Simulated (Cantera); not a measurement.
Input (Python, Cantera):

```python
import numpy as np
import cantera as ct

gas = ct.Solution("gri30.yaml")
gas.TPX = 750, 100000, {'CH3OH': 1, 'O2': 3.26, 'N2': 12.3}
inlet = ct.Reservoir(gas, clone=True)
gas.equilibrate("HP")  # start burning
reactor = ct.IdealGasConstPressureReactor(gas, energy="on", clone=False)
exhaust = ct.Reservoir(gas, clone=True)
tau = [0.47, 0.18, 0.066, 0.025, 0.0092, 0.0034, 0.0013, 0.00048, 0.00018, 6.7e-05, 2.5e-05, 9.4e-06][0]
for a, b in ((inlet, reactor), (reactor, exhaust)):
    ct.MassFlowController(a, b, mdot=lambda t: reactor.mass / tau)
net = ct.ReactorNet([reactor])
show = ['CH3OH', 'O2', 'H', 'NO', 'C2H4', 'CH2O', 'CH3']

rows = []
print(f"{'tau/s':>10s}{'T/K':>9s}" + "".join(f"{s:>11s}" for s in show))
for tau in [0.47, 0.18, 0.066, 0.025, 0.0092, 0.0034, 0.0013, 0.00048, 0.00018, 6.7e-05, 2.5e-05, 9.4e-06]:
    net.initial_time = 0.0
    net.advance(30 * tau)
    before = gas.X
    net.advance(40 * tau)
    drift = np.max(np.abs(gas.X - before) / (gas.X + 1e-9))
    rows.append([gas.T, *gas[show].X, drift])
    print(f"{tau:10.3e}{gas.T:9.1f}" + "".join(f"{x:11.3e}" for x in gas[show].X))
```

It prints:

```
     tau/s      T/K      CH3OH         O2          H         NO       C2H4       CH2O        CH3
 4.700e-01   1820.6  9.156e-07  1.029e-01  4.702e-06  4.261e-05  4.172e-14  7.035e-07  1.137e-08
 1.800e-01   1818.7  1.923e-06  1.029e-01  8.715e-06  2.611e-05  1.070e-13  1.498e-06  1.974e-08
 6.600e-02   1815.0  3.911e-06  1.029e-01  1.933e-05  1.804e-05  2.389e-13  3.110e-06  3.313e-08
 2.500e-02   1808.9  7.488e-06  1.029e-01  4.454e-05  1.332e-05  5.726e-13  6.109e-06  5.920e-08
 9.200e-03   1798.1  1.440e-05  1.030e-01  1.055e-04  9.413e-06  1.936e-12  1.209e-05  1.290e-07
 3.400e-03   1780.1  2.787e-05  1.034e-01  2.374e-04  6.150e-06  9.166e-12  2.399e-05  3.314e-07
 1.300e-03   1751.6  5.557e-05  1.043e-01  4.678e-04  3.730e-06  5.221e-11  4.833e-05  8.976e-07
 4.800e-04   1701.8  1.351e-04  1.068e-01  7.424e-04  1.741e-06  4.069e-10  1.152e-04  2.633e-06
 1.800e-04    750.0  6.039e-02  1.969e-01  4.798e-19 -1.472e-21 -7.872e-23  2.112e-16  8.212e-17
 6.700e-05    750.0  6.039e-02  1.969e-01  4.674e-19 -7.662e-25 -4.098e-26  8.884e-17  3.388e-17
 2.500e-05    750.0  6.039e-02  1.969e-01  4.438e-19 -4.471e-27 -2.391e-28  3.058e-17  1.328e-17
 9.400e-06    750.0  6.039e-02  1.969e-01  4.005e-19 -1.317e-29 -7.029e-31  9.838e-18  5.050e-18
```

Detailed kinetics in Cantera: GRI-Mech 3.0 (53 species, 325 reactions). GRI-Mech 3.0 was tuned for natural gas; its chemistry of methanol as a main component is partial and can be far from experiment.
